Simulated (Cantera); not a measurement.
Mixture: 4.88 % CH4, 0.371 % CO, 23.9 % O2, 70.8 % N2, at 5.00 bar, adiabatic and at constant volume. Ignition delay is the time to a rise of 400 K.

Computed with Cantera and GRI-Mech 3.0 (53 species, 325 reactions).

Question: Predict: delay at 1125 K; delay at 1325 K; delay at 1525 K; delay at 1725 K; delay at 1925 K; apparent activation energy between 1725 and 1925 K.

Answer: 
```
Property                                                 Value
--------------------------------------------------  ----------
delay at 1125 K                                        15.5 ms
delay at 1325 K                                        1.16 ms
delay at 1525 K                                       0.156 ms
delay at 1725 K                                        34.4 µs
delay at 1925 K                                        10.9 µs
apparent activation energy between 1725 and 1925 K  160 kJ/mol
```
